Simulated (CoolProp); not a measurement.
A Linde-Hampson liquefier for methane: isothermal reversible compression at 250 K from 1 atm to 15 MPa, throttling to 1 atm, return gas leaving the recuperator 10 K below the feed. Each further row changes one setting.

The numbers come from the reference Helmholtz-energy equation of state, Setzmann 1991 in CoolProp.

```csv
case,liquid yield per pass,compression work (kJ/kg of gas)
as stated,___,588
high pressure 30 MPa,___,___
warm-end temperature 280 K,___,___
warm-end gap 15 K,___,588
```

Question: Complete the blanks.

Answer: 
- as stated, liquid yield per pass: 0.265
- high pressure 30 MPa, liquid yield per pass: 0.335
- high pressure 30 MPa, compression work (kJ/kg of gas): 653
- warm-end temperature 280 K, liquid yield per pass: 0.176
- warm-end temperature 280 K, compression work (kJ/kg of gas): 682
- warm-end gap 15 K, liquid yield per pass: 0.255
